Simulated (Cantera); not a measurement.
A closed system holds: 1 mol Si, 2.5 mol Cl2, equilibrated at 13.3 mbar.

These are equilibrium values from Cantera (NASA tables, ideal gas, pure condensed phases), not measurements of a reactor. Candidate condensed phases: Si; 9 gas species. The tables' values for SiCl3 are old estimates; treat these amounts as uncertain. Rates play no part. All values below are at 1100 °C.

Base state: SiCl4 0.632, Cl2 0.265, Cl 0.103, SiCl3 4.52e-5 (mole fractions); condensed: gas only.

What changes in the equilibrium state with this change: pressure from 13.3 mbar to 1.00 bar?


```json
[
 {"species": "SiCl4", "before": "0.632", "after": "0.662"},
 {"species": "Cl2", "before": "0.265", "after": "0.325"},
 {"species": "Cl", "before": "0.103", "after": "0.0131"},
 {"species": "SiCl3", "before": "4.52e-5", "after": "4.94e-6"}
]
```
